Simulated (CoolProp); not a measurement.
n-perfluorohexane along the isobar 1.31 MPa: fugacity coefficient from the reference equation and from simpler models built on Tc = 174.9 °C, pc = 1.742 MPa, ω = 0.497; each cubic takes its own stable root.

Model: reference Helmholtz-energy equation of state, Gao 2022, in CoolProp.

```tsv
T (°C)	phase	reference	van der Waals	Redlich-Kwong	Soave-Redlich-Kwong	Peng-Robinson
83.35	liquid	[?]	[?]	0.2913	0.1744	0.1702
95.05	liquid	0.2254	0.4935	0.3525	0.2324	0.2262
106.65	liquid	0.2909	0.5484	0.4183	0.3006	0.2920
118.35	liquid	0.3671	0.6047	0.4888	0.3798	0.3684
130.05	liquid	[?]	0.6613	0.5625	0.4685	[?]
141.75	liquid	[?]	0.7173	0.6376	0.5646	0.5472
153.45	liquid	0.6466	[?]	0.7103	0.6647	0.6444
165.15	gas	0.7183	[?]	0.7344	0.7285	[?]
176.85	gas	0.7465	0.7795	0.7553	0.7563	0.7360
```

Question: Fill in the missing entries.

Answer: 
- 83.35, reference: 0.1696
- 83.35, van der Waals: 0.4398
- 130.05, reference: 0.4528
- 130.05, Peng-Robinson: 0.4541
- 141.75, reference: 0.5467
- 153.45, van der Waals: 0.7460
- 165.15, van der Waals: 0.7637
- 165.15, Peng-Robinson: 0.7085

At some of these states van der Waals, Redlich-Kwong gives the other phase, because its saturation line lies elsewhere.
